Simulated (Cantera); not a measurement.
A counterflow diffusion flame at 100000 Pa, nozzles 20 mm apart: fuel side CH₄ : C₂H₆ : C₃H₈ : N₂ = 1 : 0.64 : 0.082 : 0.31 (molar parts) at 373 K, oxidiser side O₂ : N₂ = 0.21 : 0.79 (molar parts) at 300 K, fuel mass flux 0.65 times the oxidiser's; mixture-averaged transport, no radiation.

Cantera simulation using GRI-Mech 3.0 (53 species, 325 reactions); the numbers are that mechanism's predictions, not measurements. GRI-Mech 3.0 has no aromatics or soot, which form on the fuel side of real flames. The maximum strain rate includes the flame's own expansion and is several times the mean. A flux with no burning solution from the previous one only brackets extinction.

x: mole fraction; the columns are a selection and need not sum to one.

| oxidiser flux (kg/m²/s) | max strain (1/s) | mean strain (1/s) | T max (K) | peak x OH | peak x H | peak x NO | peak x CO | peak x C₂H₂ |
|---|---|---|---|---|---|---|---|---|
| 0.25 | 136 | 21.6 | 2015 | 0.00628 | 0.00336 | 0.000208 | 0.0483 | 0.0231 |
| 0.39 | … | 33.6 | 1993 | 0.00627 | 0.00364 | … | 0.0483 | 0.0213 |
| 0.61 | 301 | 52.6 | 1971 | 0.00622 | 0.00392 | 0.000165 | 0.0486 | 0.0196 |
| 0.95 | 449 | 82.0 | 1946 | 0.00607 | 0.00416 | 0.000138 | 0.0490 | 0.0177 |
| 1.5 | … | 129 | 1916 | 0.00580 | 0.00432 | … | 0.0499 | … |
| 2.3 | 999 | 198 | 1877 | 0.00530 | 0.00430 | 7.23e-5 | 0.0511 | 0.0129 |
| 3.6 | 1480 | 311 | 1819 | 0.00441 | 0.00391 | 3.65e-5 | 0.0532 | 0.00929 |

**Question.** Some entries are withheld; supply them.

**Answer.** 
- 0.39, max strain (1/s): 201
- 0.39, peak x NO: 0.000188
- 1.5, max strain (1/s): 679
- 1.5, peak x NO: 0.000106
- 1.5, peak x C₂H₂: 0.0155
